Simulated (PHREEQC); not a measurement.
Solution (25 °C): 0.038 mol/kgw CuSO4, 0.00011 mol/kgw HNO3 and 9.2e-05 mol/kgw KCl. Closed to the air; pH follows from the charge balance.

Model: ion-association model, phreeqc.dat, run in PHREEQC.

Q: The ionic strength comes out as 0.0890 mol/kgw. What activity coefficients do K+, CuCl+, NO3-, H+, Cu2(OH)2+2 get?

A: K+ 0.77, CuCl+ 0.78, NO3- 0.76, H+ 0.83, Cu2(OH)2+2 0.39.

No solid was allowed to form. Species that the database lacks are ignored.
